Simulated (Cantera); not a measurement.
A closed system holds: 1 mol Fe, 1.9 mol O2, 13 mol N2, held at 973.15 K and 5900 Pa.

Equilibrium computed with Cantera from the NASA thermochemical tables; the gas is ideal and each condensed phase is pure. Candidate condensed phases: Fe, FeO, Fe2O3, Fe3O4; 11 gas species. Equilibrium is a limit: real reactors are often held back by kinetics, nucleation or transport.

### Question
What is the equilibrium state?

### Answer
* **x(N2)**: 0.919
* **x(O2)**: 0.0813
* **x(NO)**: 1.55e-5
* **n(Fe2O3(s))**: 0.500 mol
* **gas amount**: 14.15 mol
* **log10 activity of Fe(α) (absent)**: -13.51
